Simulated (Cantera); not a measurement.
# Reactions in the system Ca-H-S

Cantera with NASA thermochemical tables; ideal gases at 1 bar, condensed phases pure. Values are per mole of reaction as written; species without (g) are pure solids or liquids, kept so even where they would boil at 1 bar.

Ca(g) + H2S(g) → CaS + 2 H(g)

```
T (K)  ΔH° (kJ)  ΔS° (J/K)  ΔG° (kJ)  log10 K
-----  --------  ---------  --------  -------
2348     -137.7      -12.8    -107.7     2.40
2373     -137.1      -12.5    -107.4     2.36
2398     -136.5      -12.3    -107.1     2.33
2423     -135.9      -12.0    -106.8     2.30
2448     -135.3      -11.8    -106.5     2.27
2473     -134.8      -11.6    -106.2     2.24
2498     -134.2      -11.3    -105.9     2.21
2523     -133.6      -11.1    -105.6     2.19
2548     -133.0      -10.9    -105.3     2.16
2573     -132.5      -10.7    -105.1     2.13
2598     -131.9      -10.4    -104.8     2.11
```
